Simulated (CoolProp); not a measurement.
Vapour-liquid equilibrium of diethyl ether (1) + acetone (2) at 685 kPa; x and y are mole fractions of (1).

The numbers come from the multi-fluid Helmholtz-energy mixture model, Thol 2014 and Lemmon 2006; pair parameters Bell 2016 in CoolProp.

```json
[
 {"x": "0.05", "bubble temperature, mixture model (K)": "396.2", "bubble temperature, Raoult's law (K)": "397.2", "y, mixture model": "0.092", "y, Raoult's law": "0.080"},
 {"x": "0.125", "bubble temperature, mixture model (K)": "392.7", "bubble temperature, Raoult's law (K)": "395.1", "y, mixture model": "0.216", "y, Raoult's law": "0.192"},
 {"x": "0.2", "bubble temperature, mixture model (K)": "389.5", "bubble temperature, Raoult's law (K)": "393.1", "y, mixture model": "0.323", "y, Raoult's law": "0.294"},
 {"x": "0.275", "bubble temperature, mixture model (K)": "386.7", "bubble temperature, Raoult's law (K)": "391.2", "y, mixture model": "0.415", "y, Raoult's law": "0.389"},
 {"x": "0.35", "bubble temperature, mixture model (K)": "384.2", "bubble temperature, Raoult's law (K)": "389.3", "y, mixture model": "0.495", "y, Raoult's law": "0.475"},
 {"x": "0.425", "bubble temperature, mixture model (K)": "382.2", "bubble temperature, Raoult's law (K)": "387.4", "y, mixture model": "0.564", "y, Raoult's law": "0.556"},
 {"x": "0.5", "bubble temperature, mixture model (K)": "380.4", "bubble temperature, Raoult's law (K)": "385.7", "y, mixture model": "0.624", "y, Raoult's law": "0.629"},
 {"x": "0.575", "bubble temperature, mixture model (K)": "378.9", "bubble temperature, Raoult's law (K)": "383.9", "y, mixture model": "0.679", "y, Raoult's law": "0.698"},
 {"x": "0.65", "bubble temperature, mixture model (K)": "377.7", "bubble temperature, Raoult's law (K)": "382.3", "y, mixture model": "0.731", "y, Raoult's law": "0.761"},
 {"x": "0.725", "bubble temperature, mixture model (K)": "376.7", "bubble temperature, Raoult's law (K)": "380.7", "y, mixture model": "0.781", "y, Raoult's law": "0.819"},
 {"x": "0.8", "bubble temperature, mixture model (K)": "375.9", "bubble temperature, Raoult's law (K)": "379.1", "y, mixture model": "0.832", "y, Raoult's law": "0.874"},
 {"x": "0.875", "bubble temperature, mixture model (K)": "375.4", "bubble temperature, Raoult's law (K)": "377.6", "y, mixture model": "0.888", "y, Raoult's law": "0.924"},
 {"x": "0.95", "bubble temperature, mixture model (K)": "375.1", "bubble temperature, Raoult's law (K)": "376.1", "y, mixture model": "0.951", "y, Raoult's law": "0.971"}
]
```

The largest gap from Raoult's law is -5.3 K in bubble temperature, at x = 0.5. No azeotrope shows between x = 0.05 and 0.95.

Pair parameters are fitted to limited data, so mixtures are less certain than the pure fluids.
